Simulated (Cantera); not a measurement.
Input: 1 mol C3H6, 0.02 mol CO2, 1.7 mol N2, equilibrated at 0.540 Torr.

Equilibrium computed with Cantera from the NASA thermochemical tables; the gas is ideal and each condensed phase is pure. Candidate condensed phases: C, C6H6, C7H8, C8H18, H2O; 136 gas species. Equilibrium is a limit: real reactors are often held back by kinetics, nucleation or transport.

Question: What share of the C ends up in condensed phases as a function of T (K), at 898, 1098, 1298, 1498, 1698, 1898, 2098, 2298, 2498, 2698, 2898?

Answer: 
| T (K) | C condensed (%) | as |
|---|---|---|
| 898 | 98.7 | C(graphite) |
| 1098 | 98.7 | C(graphite) |
| 1298 | 98.7 | C(graphite) |
| 1498 | 98.6 | C(graphite) |
| 1698 | 98.4 | C(graphite) |
| 1898 | 97.9 | C(graphite) |
| 2098 | 96.8 | C(graphite) |
| 2298 | 95.0 | C(graphite) |
| 2498 | 92.5 | C(graphite) |
| 2698 | 80.8 | C(graphite) |
| 2898 | 0.0 | - |
